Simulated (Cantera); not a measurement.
A closed system holds: 1 mol C₂H₅OH, 0.28 mol CO₂, 8.8 mol H₂, equilibrated at 1300 °C and 26.0 bar.

Cantera equilibrium calculation (NASA polynomials, part measured and part estimated; ideal gas, pure solids and liquids). Candidate condensed phases: C, C₆H₆, C₇H₈, C₈H₁₈, H₂O; 110 gas species. Kinetics and transport are ignored.

Problem. What is the equilibrium state?

Solution. x(H₂): 0.845
x(CO): 0.118
x(CH₄): 0.0340
x(H₂O): 0.00270
x(CO₂): 0.000130
x(C₂H₄): 5.44e-5
x(C₂H₂ (acetylene)): 1.75e-5
x(H): 7.34e-6
x(C₂H₆): 6.13e-6
n(C(graphite)): 0.316 mol
gas amount: 12.88 mol
